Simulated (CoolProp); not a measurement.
Vapour-liquid equilibrium of n-hexane (1) + p-xylene (2) at 0.0857 MPa; x and y are mole fractions of (1).

Values from CoolProp's multi-fluid Helmholtz-energy mixture model, Thol 2019 and Zhou 2012; pair parameters Bell 2016.

Give the bubble temperature and the first vapour's composition at x = 0.25, 0.35, 0.45. Is there an azeotrope?

x = 0.25: 369.6 K, y = 0.737; x = 0.35: 362.0 K, y = 0.821; x = 0.45: 356.2 K, y = 0.874. No azeotrope shows between x = 0.05 and 0.95.

Pair parameters are fitted to limited data, so mixtures are less certain than the pure fluids.
